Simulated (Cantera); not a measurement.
Input: 1 mol SiC, 0.05 mol N2O, 1 mol N2, held at 1000 Pa.

Equilibrium computed with Cantera from the NASA thermochemical tables; the gas is ideal and each condensed phase is pure. Candidate condensed phases: C, Si, SiC, SiO2, Si2N2O, Si3N4; 34 gas species. Mutual solubility and eutectic melting of coexisting phases are not modelled. Equilibrium is a limit: real reactors are often held back by kinetics, nucleation or transport. All values below are at 877 °C.

Base state: N2 1.000 (mole fractions); condensed: C(graphite) + Si2N2O(s) + Si3N4(s).

Q: What changes in the equilibrium state with this change: SiC replaced by Si?

A: 
```tsv
species	before	after
N2	1.000	1.00
C(graphite), mol	1.00	0
Si2N2O(s), mol	0.0500	0.0500
Si3N4(s), mol	0.300	0.300
```
